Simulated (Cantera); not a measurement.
An isothermal, constant-pressure homogeneous reactor starts with CH4 : H2 = 3.7 : 64 (molar parts), at 1650 K and 0.0263 atm.

Cantera simulation using GRI-Mech 3.0 (53 species, 325 reactions); the numbers are that mechanism's predictions, not measurements. GRI-Mech 3.0 stops at C3 and has no aromatics, soot or wall deposition, so with more carbon than oxygen in the feed, carbon stays in small species such as C2H2 where larger ones or solid carbon would form. Radical loss at walls, strong at low pressure, is not modelled.

Question: Predict: x(CH4) at 7.00 s; x(H2) at 7.00 s; x(C2H6) at 7.00 s; x(CH2) at 7.00 s; x(C2H) at 7.00 s.

Answer: 
```
Item                                                 Result
-----------------  ----------------------------------------
x(CH4) at 7.00 s   0.00545 (gas-phase equilibrium 0.000797)
x(H2) at 7.00 s         0.971 (gas-phase equilibrium 0.973)
x(C2H6) at 7.00 s   9.64e-8 (gas-phase equilibrium 3.78e-9)
x(CH2) at 7.00 s    3.25e-8 (gas-phase equilibrium 5.13e-9)
x(C2H) at 7.00 s    5.60e-8 (gas-phase equilibrium 6.31e-8)
```
